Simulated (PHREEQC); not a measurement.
Dissolve 0.0079 mol HBr, 0.031 mol CuSO4 and 0.051 mol KCl per kg of water at 18 °C. Closed to the air; pH follows from the charge balance.

Equilibrium calculation in PHREEQC: ion-association model, wateq4f.dat.

```json
[
 {"quantity": "pH", "before": "2.38", "after": "3.20"},
 {"quantity": "ionic strength (mol/kgw)", "before": "0.137", "after": "0.0161"},
 {"quantity": "Cu+2 (mol/kgw)", "before": "0.0214", "after": "0.00261"},
 {"quantity": "SO4-2 (mol/kgw)", "before": "0.0176", "after": "0.00248"},
 {"quantity": "CuSO4 (mol/kgw)", "before": "0.00888", "after": "0.000479"},
 {"quantity": "HSO4- (mol/kgw)", "before": "0.00276", "after": "9.08e-5"},
 {"quantity": "SI of Chalcanthite (CuSO4:5H2O)", "before": "-1.67", "after": "-2.94"},
 {"quantity": "SI of Tenorite (CuO)", "before": "-5.24", "after": "-4.27"}
]
```

Problem. What was changed between the two runs?
(A) KCl left out
(B) KCl replaced by CaCl2 at the same molality
(C) HBr left out
(D) diluted 10-fold with water
(E) diluted 5-fold with water

Solution. D, diluted 10-fold with water

No solid was allowed to form.
